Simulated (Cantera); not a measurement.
Input (Python, Cantera) and output of one run.

```python
import numpy as np
import cantera as ct

gas_names = """
    H HNO HNO2 HNO3 HO2 H2 H2O H2O2 N NH NH2 NH3 NH2OH NO NO2 NO3 N2 N2H2 N2H4 N2O O OH O2 O3 Si SiH
    SiH2 SiH3 SiH4 SiN SiO SiO2 Si2 Si2N Si3
""".split()
cond_names = """
    H2O(s) H2O(L) Si(cr) Si(L) SiO2(Lqz) SiO2(hqz) SiO2(L) Si2N2O(s) Si3N4(a)
""".split()


# ... load() reads the species with a 1 bar reference pressure and builds the phases ...
atoms = {
    'Si2H6': {'Si': 2, 'H': 6},
    'NO': {'N': 1, 'O': 1},
}
top_T = {'Si2N2O(s)': 2100, 'Si3N4(a)': 2400}  # K; cautious upper limits of use, not melting points


# ... equilibrate(T, P, feed) seeds the gas with the atoms and calls Mixture.equilibrate('TP', solver="vcs", rtol=1e-11, max_steps=5000) ...
results = []
feed = {'Si2H6': 1, 'NO': 0.48}  # mol
P = 220  # Pa
for T in [923, 1123, 1323, 1523, 1723, 1923, 2123]:
    mix = equilibrate(T, P, feed)
    results.append((T, P, feed, dict(zip(mix.species_names, mix.species_moles))))

top = {s: max(r[3][s] / sum(r[3][g] for g in gas_names) for r in results) for s in gas_names}
cols = sorted((s for s in top if top[s] > 0.0001), key=lambda s: -top[s])[:7]
seen = [c for c in cond_names if any(r[3].get(c, 0) > 1e-12 for r in results)]
print("log10 of partial pressures in bar; condensed amounts in mol")
print(f"{'T/K':>10s}" + "".join(f"{s[:9]:>10s}" for s in cols + seen))
for T, P, feed, n in results:
    ng = sum(n[g] for g in gas_names)
    print(f"{T:10.4g}" + "".join(f"{np.log10(max(n[s] / ng * P / 1e5, 1e-99)):10.3f}" for s in cols)
          + "".join(f"{n.get(c, 0):10.4g}" for c in seen))
```

Result:

```
log10 of partial pressures in bar; condensed amounts in mol
       T/K        H2       SiO        Si        N2         H       SiH       Si2    Si(cr)     Si(L) SiO2(hqz) Si2N2O(s)
       923    -2.658   -10.799   -17.703   -17.689   -10.940   -16.858   -23.541       1.4         0      0.12      0.24
      1123    -2.658    -7.301   -13.191   -12.769    -8.700   -13.115   -17.659       1.4         0      0.12      0.24
      1323    -2.660    -4.879   -10.052    -9.353    -7.130   -10.517   -13.570     1.391         0    0.1109      0.24
      1523    -2.691    -3.786    -7.744    -6.168    -5.982    -8.624   -10.567     1.281         0         0     0.239
      1723    -2.753    -3.548    -6.007    -3.849    -5.116    -7.226    -8.332         0     1.518         0         0
      1923    -2.763    -3.554    -4.770    -3.856    -4.408    -6.239    -6.839         0     1.489         0         0
      2123    -2.822    -3.598    -3.770    -3.900    -3.856    -5.467    -5.633         0     1.176         0         0
```

Equilibrium computed with Cantera from the NASA thermochemical tables; the gas is ideal and each condensed phase is pure. The feed counts by its element totals alone. Mutual solubility and eutectic melting of coexisting phases are not modelled. The tables' values for SiN are old estimates; treat these amounts as uncertain. The tables hold silica as quartz up to 1696 K and as liquid above; real silica turns to tridymite and cristobalite and melts near 1996 K. Gases not in the tables: Si2H6 and higher silanes.
